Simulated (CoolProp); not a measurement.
Saturated liquid density (kg/m³) of ethanol: the reference equation beside estimates from Tc = 241.6 °C, pc = 62.68 bar, ω = 0.644.

Computed with CoolProp (reference Helmholtz-energy equation of state, Schroeder 2014).

| T (°C) | reference | Soave-Redlich-Kwong | Peng-Robinson |
|---|---|---|---|
| -19.75 | 823.1 | 697.7 | 782.5 |
| -6.75 | 812.0 | 689.9 | 774.2 |
| 6.15 | 801.1 | 681.6 | 765.5 |
| 19.15 | 790.1 | 672.7 | 756.1 |
| 32.15 | 778.9 | 663.1 | 745.9 |
| 45.15 | 767.5 | 652.8 | 734.9 |
| 58.05 | 755.8 | 641.8 | 723.2 |
| 71.05 | 743.6 | 629.9 | 710.4 |
| 84.05 | 730.8 | 617.0 | 696.4 |
| 96.95 | 717.3 | 603.1 | 681.4 |
| 109.95 | 702.8 | 587.9 | 664.8 |
| 122.95 | 687.1 | 571.3 | 646.5 |
| 135.85 | 670.1 | 553.2 | 626.6 |
| 148.85 | 651.2 | 533.1 | 604.2 |

Absolute difference from the reference over all 14 rows, mean and median: Soave-Redlich-Kwong 15.8 and 15.3 %, Peng-Robinson 5.0 and 4.7 %.
